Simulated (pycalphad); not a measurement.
Computed with pycalphad from the COST 507 light-alloy database (1999), at 1 atm. The data set is of 1999 and partly superseded. Kinetics are ignored, which matters at the lower temperatures.

### Question
How does the equilibrium phase assembly of Si-1.7Y (at.%) change on cooling from 2450 K to 550 K?

### Answer
```
T (K)            phases above           phases below
------  ---------------------  ---------------------
1675.2                 liquid  diamond (Si) + liquid
1485.3  diamond (Si) + liquid  diamond (Si) + SI2Y_R
```
Changes were sought between steps of 100 K, so a narrower field can be missed.

Database names, with the compositions (at.%) that they take in these runs: SI2Y_R: Si 67 Y 33.
